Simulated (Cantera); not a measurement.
A closed system holds: 1 mol SO2, 0.59 mol H2, held at 1650 K and 0.0150 bar.

These are equilibrium values from Cantera (NASA tables, ideal gas, pure condensed phases), not measurements of a reactor. Rates play no part.

```json
[
 {"species": "SO2", "before": "0.498", "after": "0.486"},
 {"species": "H2O", "before": "0.341", "after": "0.303"},
 {"species": "H2", "before": "0.0558", "after": "0.0857"},
 {"species": "SO", "before": "0.0220", "after": "0.0577"},
 {"species": "S2", "before": "0.0756", "after": "0.0562"},
 {"species": "H", "before": "0.000175", "after": "0.00154"},
 {"species": "OH", "before": "4.84e-5", "after": "0.000423"},
 {"species": "S", "before": "0.000445", "after": "0.00253"},
 {"species": "SH", "before": "0.00181", "after": "0.00367"},
 {"species": "H2S", "before": "0.00352", "after": "0.00213"},
 {"species": "S2O", "before": "0.00173", "after": "0.00132"}
]
```
Gas species are given as mole fractions.

Q: Name the change that produced these shifts.
(A) temperature from 1650 K to 1873 K
(B) H2 from 0.59 to 0.44 mol
(C) temperature from 1650 K to 3500 K
(D) pressure from 0.0150 bar to 1 atm

A: A, temperature from 1650 K to 1873 K
